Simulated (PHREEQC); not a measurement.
Dissolve 0.73 mol/kgw Na2CO3 and 0.066 mol/kgw NaHCO3 at 20 °C. Closed to the air; pH follows from the charge balance.

Computed with PHREEQC (Pitzer model, pitzer.dat).

Each row changes one thing in this solution. No solid was allowed to form.

```tsv
case	pH	ionic strength (mol/kgw)	CO3-2 (mol/kgw)	HCO3- (mol/kgw)	CO2 (mol/kgw)
as made	10.65	2.26	0.730	0.0664	1.15e-6
temperature from 20 to 40 °C	10.52	2.25	0.729	0.0674	1.25e-6
Na2CO3 from 0.73 to 1.46 mol/kgw	10.87	4.45	1.46	0.0666	4.02e-7
temperature from 20 to 35 °C	10.55	2.25	0.729	0.0670	1.22e-6
diluted 5-fold with water	10.85	0.451	0.145	0.0139	2.97e-7
```

Species that the database lacks are ignored. In brines, pH and single-ion activities rest on the MacInnes convention. Constants without temperature data keep their 25 °C values here.
